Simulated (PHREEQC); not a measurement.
**Acid mine or pickling water: an equilibrium model**

A made-up water analysis in mmol/kgw, 25 °C, pH 4.08, pe 9.1: Na 34.6; K 7.31; Ca 2.45; Mg 21.5; Cl 35.1; S(6) 31.5; Al 2.27.

Valence states are taken as typed.

Equilibrium calculation in PHREEQC: ion-association model, phreeqc.dat.

Precipitation was switched off in this run.

### Question
What ionic strength, specific conductance, density does the model give?

### Answer
ionic strength 0.108 mol/kgw; specific conductance 7300 µS/cm; density 1.002 g/cm³.

### Question
In which forms is Na present?

### Answer
Na+ 97 %, NaSO4- 3.3 % of the Na.
